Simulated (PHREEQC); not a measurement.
Synthetic water in mg/L, 20 °C, pH 6.04, pe 12: Na 1.86; K 0.37; Ca 0.279; Mg 0.159; Cl 2.41; S(6) as SO4 1.32; Alkalinity as HCO3 1.19; Pb 0.0133; F 0.00548; Ni 0.00764.

Valence states are taken as typed.

Equilibrium calculation in PHREEQC: ion-association model, wateq4f.dat.

```
quantity                  before    after
-----------------------  -------  -------
CO2 (mol/kgw)            4.42e-5  6.03e-5
HCO3- (mol/kgw)          2.04e-5  2.04e-5
Pb+2 (mol/kgw)           6.05e-8  6.09e-8
MgSO4 (mol/kgw)          1.65e-8  1.08e-8
CaSO4 (mol/kgw)          1.62e-8  1.40e-8
NaSO4- (mol/kgw)         5.09e-9  4.60e-9
SI of Cerrusite (PbCO3)    -3.08    -3.06
SI of Pb(OH)2 (Pb(OH)2)    -3.49    -4.05
```

Which change was made?
(A) Cl from 2.41 to 1.21 mg/L
(B) temperature from 20 to 5 °C at the same typed pH
(C) all concentrations times 3 at the same typed pH
(D) Pb from 0.0133 to 0.00665 mg/L

B, temperature from 20 to 5 °C at the same typed pH

No solid was allowed to form. At this temperature some constants are extrapolated from 25 °C, and those without enthalpy data are left unchanged.
